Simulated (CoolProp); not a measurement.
Acetone along the isobar 10.8 MPa: fugacity coefficient from the reference equation and from simpler models built on Tc = 235.0 °C, pc = 4.692 MPa, ω = 0.307; each cubic takes its own stable root.

The numbers come from the reference Helmholtz-energy equation of state, Lemmon 2006 in CoolProp. It is a short technical equation, of lower accuracy than the large ones.

```
T (°C)   phase   reference  van der Waals  Redlich-Kwong  Soave-Redlich-Kwong  Peng-Robinson
------  ------  ----------  -------------  -------------  -------------------  -------------
-84.75  liquid    1.261e-6       0.002782       9.021e-6             1.179e-6       1.432e-6
-65.35  liquid    1.083e-5       0.005981       6.424e-5             1.036e-5       1.179e-5
-45.85  liquid    6.162e-5        0.01129      0.0003027             6.036e-5       6.543e-5
-26.45  liquid   0.0002534        0.01919       0.001041            0.0002542      0.0002656
-6.95   liquid   0.0008227        0.03018       0.002861            0.0008442      0.0008579
12.55   liquid    0.002207        0.04454       0.006588             0.002313       0.002301
31.95   liquid    0.005065        0.06230        0.01318             0.005410       0.005296
51.45   liquid     0.01033        0.08368        0.02371              0.01122        0.01085
70.85   liquid     0.01900         0.1083        0.03899              0.02095        0.02008
90.35   liquid     0.03228         0.1363        0.05983              0.03602        0.03429
109.85  liquid     0.05114         0.1672        0.08654           (withheld)        0.05462
129.25  liquid  (withheld)         0.2006         0.1189              0.08661        0.08181
148.75  liquid      0.1084         0.2362         0.1570               0.1238         0.1167
168.15  liquid  (withheld)         0.2735         0.1999               0.1687     (withheld)
187.65  liquid      0.1932         0.3122         0.2470               0.2213         0.2084
207.05  liquid      0.2447         0.3516         0.2969               0.2800         0.2636
```

Q: Fill in the missing entries.

A: 
- 109.85, Soave-Redlich-Kwong: 0.05764
- 129.25, reference: 0.07626
- 168.15, reference: 0.1473
- 168.15, Peng-Robinson: 0.1589
